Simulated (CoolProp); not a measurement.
R152A along the isotherm 433.4 K: density (kg/m³) from the reference equation and from simpler models built on Tc = 386.4 K, pc = 4517 kPa, ω = 0.275; each cubic takes its own stable root.

The numbers come from the reference Helmholtz-energy equation of state, Outcalt 1996 in CoolProp. It is a modified Benedict-Webb-Rubin equation, recast in Helmholtz form.

```json
[
 {"p (kPa)": "2050", "phase": "gas", "reference": "42.59"},
 {"p (kPa)": "4110", "phase": "gas", "reference": "100.5"},
 {"p (kPa)": "6160", "phase": "supercritical", "reference": "188.3"},
 {"p (kPa)": "8210", "phase": "supercritical", "reference": "329.0"},
 {"p (kPa)": "10300", "phase": "supercritical", "reference": "457.2"},
 {"p (kPa)": "12300", "phase": "supercritical", "reference": "527.2"},
 {"p (kPa)": "14400", "phase": "supercritical", "reference": "573.9"},
 {"p (kPa)": "16400", "phase": "supercritical", "reference": "606.1"},
 {"p (kPa)": "18500", "phase": "supercritical", "reference": "632.6"},
 {"p (kPa)": "20500", "phase": "supercritical", "reference": "653.4"},
 {"p (kPa)": "22600", "phase": "supercritical", "reference": "672.1"}
]
```

Question: How far does each simpler model (ideal gas, van der Waals, Redlich-Kwong, Soave-Redlich-Kwong) lie from the reference over these 11 states: mean and median of the absolute difference, and the worst?

Answer: 
- ideal gas: mean 43.5 %, median 46.4 %, worst -58.7 % at 433.4 K and 10300 kPa
- van der Waals: mean 17.2 %, median 23.3 %, worst -28.9 % at 433.4 K and 22600 kPa
- Redlich-Kwong: mean 9.4 %, median 14.0 %, worst -14.7 % at 433.4 K and 14400 kPa
- Soave-Redlich-Kwong: mean 14.0 %, median 17.3 %, worst -20.0 % at 433.4 K and 12300 kPa
